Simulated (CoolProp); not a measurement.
Aqueous lithium chloride as a coolant, 4 % by mass, freezing at -3.8 °C, 1 atm.

Model: Melinder's fits for secondary coolants, in CoolProp.

| T (°C) | density (kg/m³) | viscosity (mPa s) | cp (kJ/(kg K)) | conductivity (W/(m K)) |
|---|---|---|---|---|
| -1.2 | 1024 | 2.07 | 3.974 | 0.551 |
| 3.8 | 1024 | 1.77 | 3.970 | 0.560 |
| 8.9 | 1023 | 1.52 | 3.968 | 0.569 |
| 14 | 1022 | 1.33 | 3.966 | 0.578 |
| 19.1 | 1021 | 1.17 | 3.966 | 0.586 |
| 24.2 | 1020 | 1.04 | 3.967 | 0.594 |
| 29.3 | 1019 | 0.935 | 3.968 | 0.603 |
| 34.3 | 1017 | 0.844 | 3.970 | 0.611 |
| 39.4 | 1015 | 0.763 | 3.972 | 0.619 |
